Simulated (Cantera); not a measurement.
Charge: 1 mol Fe₂O₃, 2.6 mol Cl₂, 22 mol N₂, equilibrated at 873 K and 0.100 bar.

Cantera equilibrium calculation (NASA polynomials, part measured and part estimated; ideal gas, pure solids and liquids). Candidate condensed phases: Fe, FeCl₂, FeCl₃, FeO, Fe₂O₃, Fe₃O₄; 19 gas species. Condensed phases not in the tables: FeOCl. Equilibrium is a limit: real reactors are often held back by kinetics, nucleation or transport.

Base state: N₂ 0.894, Cl₂ 0.103, FeCl₃ 0.00203, O₂ 0.00155, Cl 4.49e-5, FeCl₂ 1.03e-5 (mole fractions); condensed: Fe₂O₃(s).

What changes in the equilibrium state with this change: Cl₂ from 2.6 to 1.1 mol?


```
species         before     after
-------------  -------  --------
N₂               0.894     0.952
Cl₂              0.103    0.0460
FeCl₃          0.00203   0.00102
O₂             0.00155  0.000777
Cl             4.49e-5   3.01e-5
FeCl₂          1.03e-5   7.77e-6
Fe₂O₃(s), mol    0.975     0.988
```

What changes in the equilibrium state with this change: Cl₂ from 2.6 to 44 mol?


```json
[
 {"species": "Cl₂", "before": "0.103", "after": "0.650"},
 {"species": "N₂", "before": "0.894", "after": "0.333"},
 {"species": "FeCl₃", "before": "0.00203", "after": "0.00977"},
 {"species": "Fe₂Cl₆", "before": "8.95e-6", "after": "0.000207"},
 {"species": "O₂", "before": "0.00155", "after": "0.00765"},
 {"species": "Cl", "before": "4.49e-5", "after": "0.000113"},
 {"species": "FeCl₂", "before": "1.03e-5", "after": "1.97e-5"},
 {"species": "Fe₂O₃(s), mol", "before": "0.975", "after": "0.662"}
]
```
